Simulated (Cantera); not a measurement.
Feed: 1 mol Si, 3 mol Cl2, 1.8 mol H2, 0.97 mol HCl, equilibrated at 10000 Pa.

These are equilibrium values from Cantera (NASA tables, ideal gas, pure condensed phases), not measurements of a reactor. Candidate condensed phases: Si; 19 gas species. The tables' values for SiCl3 are old estimates; treat these amounts as uncertain. Kinetics and transport are ignored. All values below are at 1077 °C.

Base state: HCl 0.636, SiCl4 0.192, H2 0.156, SiCl3 0.0103, SiCl2 0.00277, SiHCl3 0.00269, Cl 1.01e-5 (mole fractions); condensed: gas only.

**Question.** What changes in the equilibrium state with this change: H2 from 1.8 to 0.32 mol?

**Answer.** 
```
species   before    after
-------  -------  -------
HCl        0.636    0.483
SiCl4      0.192    0.300
Cl2      2.82e-8    0.191
H2         0.156  1.33e-8
Cl       1.01e-5   0.0263
SiCl3     0.0103  6.20e-6
SiCl2    0.00277    <1e-9
SiHCl3   0.00269    <1e-9
```
